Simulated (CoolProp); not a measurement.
Properties of dimethyl ether along the isotherm 449.4 K (Tc = 400.4 K, pc = 5.337 MPa, ω = 0.196).

The numbers come from the reference Helmholtz-energy equation of state, Wu 2011 in CoolProp.

| p (MPa) | phase | density (kg/m³) | isothermal compressibility (1/MPa) | fugacity coefficient |
|---|---|---|---|---|
| 0.0422 | gas | 0.5213 | 23.74 | 0.9980 |
| 0.0682 | gas | 0.8435 | 14.71 | 0.9968 |
| 0.11 | gas | 1.363 | 9.138 | 0.9949 |
| 0.178 | gas | 2.213 | 5.665 | 0.9917 |
| 0.287 | gas | 3.587 | 3.532 | 0.9867 |
| 0.464 | gas | 5.848 | 2.203 | 0.9785 |
| 0.75 | gas | 9.586 | 1.383 | 0.9654 |
| 1.21 | gas | 15.83 | 0.8777 | 0.9447 |
| 1.96 | gas | 26.68 | 0.5651 | 0.9115 |
| 3.16 | gas | 46.13 | 0.3790 | 0.8599 |
| 5.11 | gas | 85.72 | 0.2772 | 0.7793 |
| 8.26 | supercritical | 190.6 | 0.2348 | 0.6567 |
| 13.3 | supercritical | 374.6 | 0.05264 | 0.5069 |
